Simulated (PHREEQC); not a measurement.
A solution holds 0.0036 mol/kgw HNO3, 0.23 mol/kgw FeCl3 and 0.29 mol/kgw KCl, at 45 °C. Closed to the air; pH follows from the charge balance.

All values are PHREEQC results (ion-association model, phreeqc.dat), not measurements.

Each row changes one thing in this solution. This is a speciation only: nothing precipitates in the calculation.

| case | pH | ionic strength (mol/kgw) | Cl- (mol/kgw) | FeCl+2 (mol/kgw) | FeCl2+ (mol/kgw) | Fe+3 (mol/kgw) | SI of Goethite (FeOOH) | SI of Hematite (Fe2O3) |
|---|---|---|---|---|---|---|---|---|
| as made | 1.90 | 0.963 | 0.734 | 0.156 | 0.0433 | 0.0162 | +4.36 | +10.82 |
| diluted 5-fold with water | ___ | 0.247 | ___ | 0.0215 | 0.00230 | 0.00799 | +4.39 | +10.87 |
| temperature from 45 to 15 °C | 2.06 | 0.915 | ___ | 0.110 | 0.0814 | 0.0283 | +4.10 | +10.17 |
| 0.11 mol/kgw NaCl added | 1.94 | 1.05 | 0.836 | 0.155 | 0.0475 | 0.0143 | +4.42 | +10.94 |
| KCl left out | 1.75 | 0.744 | ___ | 0.155 | 0.0303 | 0.0243 | +4.13 | +10.37 |

Problem. Fill in the missing entries.

Solution. 
- diluted 5-fold with water, pH: 1.93
- diluted 5-fold with water, Cl- (mol/kgw): 0.170
- temperature from 45 to 15 °C, Cl- (mol/kgw): 0.701
- KCl left out, Cl- (mol/kgw): 0.473

The ionic strength passes 0.7 mol/kgw, the rough limit of the ion-association models, in as made; temperature from 45 to 15 °C; 0.11 mol/kgw NaCl added; KCl left out. Some of these states are supersaturated (in Hematite (slow to form), Goethite (slow to form), for instance). Away from 25 °C the constants follow the database's enthalpies or fits; those with neither stay at their 25 °C values.
